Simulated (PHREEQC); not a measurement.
PHREEQC input (ion-association model, wateq4f.dat):

```
SOLUTION_MASTER_SPECIES
  An  An-  0  An  62.0  # stands for a non-complexing anion
SOLUTION_SPECIES
  An- = An-
    -log_k 0
    -gamma 3.0 0
PHASES
  Fix_H+
    H+ = H+
    -log_k 0
SOLUTION 1
  temp 25
  units mmol/kgw
  pH 7 charge
  Cl 1.38
  Sr 0.69
  Na 1
  An 1
END
SELECTED_OUTPUT 1
  -reset false
  -pH true
  -pe true
  -ionic_strength true
  -water true
  -totals Cl Na Sr
  -molalities Hfo_wOH Hfo_wOH2+ Hfo_wO- Hfo_sOH Hfo_sOH2+ Hfo_sO- Hfo_sOHSr+2 Hfo_wOSr+ Hfo_wOSrOH
  -saturation_indices Halite
USER_PUNCH 1
  -headings sigma psi
  10 PUNCH EDL("sigma", "Hfo"), EDL("psi", "Hfo")
PRINT
  -reset false
USE solution 1
SURFACE 1
  Hfo_wOH 0.00359551 600 1.6
  Hfo_sOH 8.98876e-05
EQUILIBRIUM_PHASES 1
  Fix_H+ -4 HAn 10
    -force_equality true
  O2(g) -0.68 10
END
# ... the last block is repeated for the other 12 points of pH, with NaOH or the acid as the point needs
```

Selected output (columns that matter, 13 of 13 rows; pH added in front):

```
pH	mu	Na	Sr	m_Hfo_wOH	m_Hfo_wOH2+	m_Hfo_wO-	m_Hfo_sOH	m_Hfo_sOH2+	m_Hfo_sO-	m_Hfo_sOHSr+2	m_Hfo_wOSr+	si_Halite	sigma	psi
4	0.0040267	0.001	0.00069	0.0018451	0.0017047	4.5747e-05	4.6126e-05	4.2617e-05	1.1437e-06	5.5963e-10	1.2143e-12	-7.5018	0.17092	0.19666
4.5	0.0036951	0.001	0.00069	0.0022546	0.0012476	9.3336e-05	5.6363e-05	3.1189e-05	2.3333e-06	2.4779e-09	8.9773e-12	-7.4995	0.11892	0.18025
5	0.0034754	0.001	0.00068999	0.0025129	0.00092652	0.00015613	6.2813e-05	2.316e-05	3.9026e-06	1.2346e-08	6.7138e-11	-7.4979	0.079374	0.1611
5.5	0.0033261	0.001	0.00068993	0.002653	0.00071794	0.00022459	6.6273e-05	1.7934e-05	5.6103e-06	7.051e-08	5.2276e-10	-7.4967	0.050842	0.13947
6	0.003225	0.001	0.00068953	0.0027187	0.00058955	0.00028722	6.7618e-05	1.4663e-05	7.1435e-06	4.6324e-07	4.3049e-09	-7.496	0.031237	0.11558
6.5	0.0031518	0.001	0.00068664	0.0027464	0.00051059	0.00033843	6.6123e-05	1.2293e-05	8.1479e-06	3.324e-06	3.722e-08	-7.4954	0.018394	0.089958
7	0.0030599	0.001	0.00066952	0.0027581	0.00044885	0.00038825	5.3494e-05	8.7057e-06	7.5303e-06	2.0157e-05	3.2006e-07	-7.4947	0.010294	0.0638
7.5	0.002982	0.0010732	0.00062761	0.0027558	0.00038371	0.00045341	2.3068e-05	3.212e-06	3.7954e-06	5.9812e-05	2.5719e-06	-7.4634	0.0052186	0.038229
8	0.0029586	0.0011963	0.00058496	0.00273	0.00033528	0.00050923	4.4662e-06	5.4851e-07	8.331e-07	8.4039e-05	2.0963e-05	-7.416	0.0014881	0.011876
8.5	0.0028594	0.0014624	0.00046829	0.0026084	0.0002642	0.00058994	8.63e-07	8.7412e-08	1.9518e-07	8.8741e-05	0.00013272	-7.328	-0.001573	-0.012752
9	0.0026309	0.0019911	0.00022005	0.0022972	0.00015944	0.00075821	3.9042e-07	2.7098e-08	1.2886e-07	8.934e-05	0.00037958	-7.192	-0.004082	-0.032619
9.5	0.0024989	0.0023904	4.8512e-05	0.002032	0.00010428	0.00090708	3.2253e-07	1.6552e-08	1.4398e-07	8.9402e-05	0.00055007	-7.1115	-0.0074433	-0.05444
10	0.0025596	0.0026079	6.3715e-06	0.0019247	8.5644e-05	0.00099086	3.274e-07	1.4569e-08	1.6855e-07	8.9375e-05	0.00059176	-7.0742	-0.013556	-0.080354
```
